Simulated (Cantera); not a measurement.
A closed system holds: 1 mol HMDSO, 0.13 mol NO, 52 mol N2, held at 1700 °C and 2.10 mbar.

Cantera equilibrium calculation (NASA polynomials, part measured and part estimated; ideal gas, pure solids and liquids). Candidate condensed phases: C, C6H6, C7H8, C8H18, H2O, Si, SiC, SiO2, Si2N2O, Si3N4; 151 gas species. The feed counts by its element totals alone. The numbers say what is thermodynamically allowed, not how fast it happens.

Base state: N2 0.830, H2 0.136, CO 0.0179, H 0.0109, HCN 0.00445, Si 0.000746, HNC 0.000241, SiO 0.000156 (mole fractions); condensed: C(graphite) + SiC(s).

Problem. What changes in the equilibrium state with this change: HMDSO replaced by SiH4?

Solution. 
```csv
species,before,after
N2,0.830,0.943
H2,0.136,0.0335
Si,0.000746,0.0147
CO,0.0179,0
H,0.0109,0.00540
HCN,0.00445,0
HNC,0.000241,0
C2H2 (acetylene),8.72e-5,0
SiC2,2.72e-5,0
Si2C,1.82e-5,0
"C(graphite), mol",2.63,0
"SiC(s), mol",1.94,0
```
The tables' values for SiN are old estimates; treat these amounts as uncertain.

Problem. What changes in the equilibrium state with this change: pressure from 2.10 mbar to 15.0 Pa?

Solution. 
```json
[
 {"species": "N2", "before": "0.830", "after": "0.810"},
 {"species": "H2", "before": "0.136", "after": "0.119"},
 {"species": "H", "before": "0.0109", "after": "0.0381"},
 {"species": "Si", "before": "0.000746", "after": "0.0104"},
 {"species": "CO", "before": "0.0179", "after": "0.0175"},
 {"species": "SiC2", "before": "2.72e-5", "after": "0.000381"},
 {"species": "Si2C", "before": "1.82e-5", "after": "0.000255"},
 {"species": "CN", "before": "7.87e-6", "after": "2.91e-5"},
 {"species": "SiN", "before": "8.65e-6", "after": "3.20e-5"},
 {"species": "C(graphite), mol", "before": "2.63", "after": "3.27"},
 {"species": "SiC(s), mol", "before": "1.94", "after": "1.26"}
]
```
The tables' values for SiN are old estimates; treat these amounts as uncertain.

Problem. What changes in the equilibrium state with this change: temperature from 1700 °C to 1450 °C?

Solution. 
```csv
species,before,after
N2,0.830,0.836
H2,0.136,0.143
CO,0.0179,0.0181
H,0.0109,0.00151
SiO,0.000156,7.97e-5
SiC2,2.72e-5,7.14e-8
Si2C,1.82e-5,5.42e-8
Si,0.000746,7.83e-6
C2H2 (acetylene),8.72e-5,1.30e-5
"C(graphite), mol",2.63,2.79
"SiC(s), mol",1.94,1.99
```
